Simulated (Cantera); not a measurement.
Charge: 1 mol TEOS, 3.7 mol NO, 0.47 mol H2, equilibrated at 0.820 bar.

These are equilibrium values from Cantera (NASA tables, ideal gas, pure condensed phases), not measurements of a reactor. Candidate condensed phases: C, C6H6, C7H8, C8H18, H2O, Si, SiC, SiO2, Si2N2O, Si3N4; 151 gas species. The feed counts by its element totals alone. The tables hold silica as quartz up to 1696 K and as liquid above; real silica turns to tridymite and cristobalite and melts near 1996 K. The numbers say what is thermodynamically allowed, not how fast it happens.

Over these rows the condensed part is C(graphite) + SiO2(β-quartz). Partial pressures as log10 of bar:

| T (K) | 1000/T (1/K) | log p CO2 | log p H2 | log p CO | log p N2 |
|---|---|---|---|---|---|
| 1123 | 0.8905 | -2.42 | -0.33 | -0.60 | -1.07 |
| 1198 | 0.8347 | -2.89 | -0.33 | -0.59 | -1.07 |
| 1273 | 0.7855 | ? | -0.33 | -0.59 | -1.07 |
| 1348 | 0.7418 | -3.70 | -0.32 | -0.59 | -1.07 |
| 1423 | 0.7027 | -4.04 | -0.32 | -0.59 | -1.07 |
| 1498 | 0.6676 | -4.34 | -0.32 | -0.59 | -1.07 |

Problem. Fit log p(CO2) = a + b·(1000/T) to the five rows, give the apparent enthalpy, and predict the row at 1273 K.

Solution. Means: 1000/T = 0.7675, log p = -3.478. Sxy = 0.297884, Sxx = 0.0344844, so b = 8.64 and a = -3.478 − (8.64)×0.7675 = -10.11.
Apparent enthalpy: −19.145 × (8.64) = -165 kJ/mol. With the condensed phases at unit activity, 2 CO(g) = CO2(g) + C(graphite) links this pressure to the main gases: over the six rows their terms move log p by +0.02 in all, so the slope is close to that reaction's ΔH°. The five rows lie within 0.01 of the line.
Prediction at 1273 K: -10.11 + (8.64)×0.7855 = -3.32. The computed value is -3.32, 0.00 from the line.
